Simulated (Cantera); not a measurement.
Input: 1 mol Si2Cl6, 0.18 mol HCl, 370 mol H2, held at 1100 K and 7900 Pa.

Cantera equilibrium calculation (NASA polynomials, part measured and part estimated; ideal gas, pure solids and liquids). The feed counts by its element totals alone. The tables' values for SiCl3 are old estimates; treat these amounts as uncertain. Kinetics and transport are ignored.

```
species       before     after
----------  --------  --------
H2             0.986     0.989
HCl           0.0124   0.00872
SiHCl3      0.000485   0.00126
SiH3Cl       2.54e-6   1.34e-5
SiH2Cl2      6.82e-5  0.000252
SiCl2       0.000318  0.000157
SiCl4       0.000414  0.000751
SiCl3        9.72e-5   9.19e-5
Si(s), mol      1.48      1.06
```
Gas species are given as mole fractions.

Problem. Name the change that produced these shifts.
A) temperature from 1100 K to 875 K
B) pressure from 7900 Pa to 59000 Pa
C) Si2Cl6 replaced by Si3H8
D) Si2Cl6 replaced by SiH2Cl2

Solution. B, pressure from 7900 Pa to 59000 Pa
